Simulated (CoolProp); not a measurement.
Computed with CoolProp (reference Helmholtz-energy equation of state, Akasaka 2019).

Give the vapour pressure (MPa), liquid density (kg/m³), enthalpy of vaporisation (kJ/kg), vapour Z of saturated R1234ze(Z) at 312.4 K.


```csv
T (K),p (MPa),liquid density (kg/m³),enthalpy of vaporisation (kJ/kg),vapour Z
312.4,0.283,1190,197,0.900
```
